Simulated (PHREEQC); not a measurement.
Make-up at 15 °C: 0.016 mol/kgw NiSO4, 0.00028 mol/kgw CaCl2 and 6.3e-05 mol/kgw H2SO4. Closed to the air; pH follows from the charge balance.

Model: ion-association model, wateq4f.dat, run in PHREEQC.

```yaml
pH: 4.12
ionic_strength: 0.0449 mol/kgw
total_alkalinity: -0.126 meq/kg
```

```csv
species,molality,activity,log γ
Ni+2,0.0111,0.00525,-0.324
SO4-2,0.0110,0.00530,-0.318
NiSO4,0.00492,0.00497,0.004
Cl-,0.000553,0.000455,-0.085
Ca+2,0.000191,9.38e-5,-0.308
CaSO4,8.91e-5,9.00e-5,0.004
H+,8.79e-5,7.56e-5,-0.065
HSO4-,3.81e-5,3.16e-5,-0.081
NiCl+,7.23e-6,6.00e-6,-0.081
```

Precipitation was switched off in this run.
